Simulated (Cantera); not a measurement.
Input: 1 mol SiHCl3, 0.83 mol HCl, 20 mol H2, at 5.60 mbar.

Equilibrium computed with Cantera from the NASA thermochemical tables; the gas is ideal and each condensed phase is pure. Candidate condensed phases: Si; 19 gas species. The tables' values for SiCl3 are old estimates; treat these amounts as uncertain. Kinetics and transport are ignored. All values below are at 1125 °C.

Base state: H2 0.868, HCl 0.0978, SiCl2 0.0325, SiCl3 0.00129, SiCl4 0.000218, SiHCl3 0.000136, H 5.89e-5, SiH2Cl2 1.27e-5 (mole fractions); condensed: Si(s).

Problem. What changes in the equilibrium state with this change: H2 from 20 to 7.2 mol?

Solution. 
```csv
species,before,after
H2,0.868,0.728
HCl,0.0978,0.172
SiCl2,0.0325,0.0905
SiCl4,0.000218,0.00223
SiCl3,0.00129,0.00688
SiHCl3,0.000136,0.000665
SiH2Cl2,1.27e-5,2.97e-5
Cl,5.47e-6,1.05e-5
"Si(s), mol",0.222,0
```
